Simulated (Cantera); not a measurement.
Input: 1 mol TEOS, 0.59 mol H2O, 0.47 mol H2, 9.1 mol O2, at 0.420 Torr.

Cantera equilibrium calculation (NASA polynomials, part measured and part estimated; ideal gas, pure solids and liquids). Candidate condensed phases: C, C6H6, C7H8, C8H18, H2O, Si, SiC, SiO2; 123 gas species. The feed counts by its element totals alone. The tables hold silica as quartz up to 1696 K and as liquid above; real silica turns to tridymite and cristobalite and melts near 1996 K. Equilibrium is a limit: real reactors are often held back by kinetics, nucleation or transport. All values below are at 1750 K.

Base state: H2O 0.456, CO2 0.213, CO 0.205, H2 0.121, H 0.00342, OH 0.000754, SiO 0.000381, O2 2.81e-5 (mole fractions); condensed: SiO2(condensed).

**Question.** What changes in the equilibrium state with this change: pressure from 0.420 Torr to 0.195 Torr?

**Answer.** 
```csv
species,before,after
H2O,0.456,0.455
CO2,0.213,0.213
CO,0.205,0.205
H,0.00342,0.00500
H2,0.121,0.120
SiO,0.000381,0.000818
O2,2.81e-5,6.10e-5
O,1.68e-5,3.62e-5
OH,0.000754,0.00111
"SiO2(condensed), mol",0.993,0.984
```
